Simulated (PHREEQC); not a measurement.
**Ultrapure water in contact with air or piping**

Model water analysis in mg/L, 25 °C, pH 6.48, pe 8.5:

| constituent | mg/L |
|---|---|
| Na | 0.0324 |
| K | 0.000304 |
| Ca | 0.0725 |
| Mg | 0.00231 |
| Cl | 0.0962 |
| S(6) as SO4 | 0.0574 |
| Alkalinity as HCO3 | 0.0861 |
| Si as SiO2 | 0.00154 |
| B | 1.71e-05 |
| Li | 1.2e-05 |
| Cu(2) | 8.24e-05 |

Valence states are taken as typed.

The numbers come from PHREEQC with the ion-association model, phreeqc.dat.

Precipitation was switched off in this run.

Question: What charge-balance error does the model give?

Answer: charge-balance error -0.8 %.

Question: In which forms is C present?

Answer: HCO3- 57 %, CO2 43 % of the C.

The database's constant for dissolved Cu(OH)2 is higher than later reviews accept.
